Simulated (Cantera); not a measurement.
Input (Python, Cantera) and output of one run.

```python
import numpy as np
import cantera as ct

gas_names = """
    F F2 N NF NF2 NF3 N2 Si SiF SiF2 SiF3 SiF4 SiN Si2 Si2N Si3
""".split()
cond_names = """
    Si(cr) Si(L) Si3N4(a)
""".split()


# ... load() reads the species with a 1 bar reference pressure and builds the phases ...
atoms = {
    'SiF4': {'Si': 1, 'F': 4},
    'N2': {'N': 2},
}
top_T = {'Si3N4(a)': 2400}  # K; cautious upper limits of use, not melting points


# ... equilibrate(T, P, feed) seeds the gas with the atoms and calls Mixture.equilibrate('TP', solver="vcs", rtol=1e-11, max_steps=5000) ...
results = []
feed = {'SiF4': 1, 'N2': 2.9}  # mol
T = 1423  # K
P = 140  # Pa
mix = equilibrate(T, P, feed)
results.append((T, P, feed, dict(zip(mix.species_names, mix.species_moles))))
print(gas.report(threshold=1e-05))
for i in range(1, mix.n_phases):
    print(f"{mix.phase(i).name:16s} {mix.phase_moles(i):12.5e} mol")
```

Result:

```
       temperature   1423 K
          pressure   140 Pa
           density   0.00056227 kg/m^3
  mean mol. weight   47.518 kg/kmol
   phase of matter   gas

                          1 kg             1 kmol
                     ---------------   ---------------
          enthalpy       -7.5657e+06        -3.595e+08  J
   internal energy       -7.8147e+06       -3.7133e+08  J
           entropy            7319.7        3.4781e+05  J/K
    Gibbs function       -1.7982e+07       -8.5444e+08  J
 heat capacity c_p            1106.5             52577  J/K
 heat capacity c_v            931.49             44262  J/K

                      mass frac. Y      mole frac. X     chem. pot. / RT
                     ---------------   ---------------   ---------------
                N2           0.43838           0.74359           -32.719
              SiF4           0.56161           0.25641           -186.76
     [  +14 minor]        3.1256e-06         2.854e-06

Si(cr)            0.00000e+00 mol
Si3N4(a)          0.00000e+00 mol
```

Method: chemical equilibrium by Gibbs-energy minimisation in Cantera with the NASA 1993 tables (ideal gas, pure condensed phases).
